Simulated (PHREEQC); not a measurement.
Solution (25 °C): 22 mmol/kgw MgSO4 and 0.13 mmol/kgw LiCl. Closed to the air; pH follows from the charge balance.

Model: ion-association model, phreeqc.dat, run in PHREEQC.

**Question.** The ionic strength comes out as 0.0530 mol/kgw. What activity coefficients do Cl-, Li+, Mg+2, SO4-2, LiSO4- get?

**Answer.** Cl- 0.81, Li+ 0.83, Mg+2 0.48, SO4-2 0.45, LiSO4- 0.82.

This is a speciation only: nothing precipitates in the calculation.
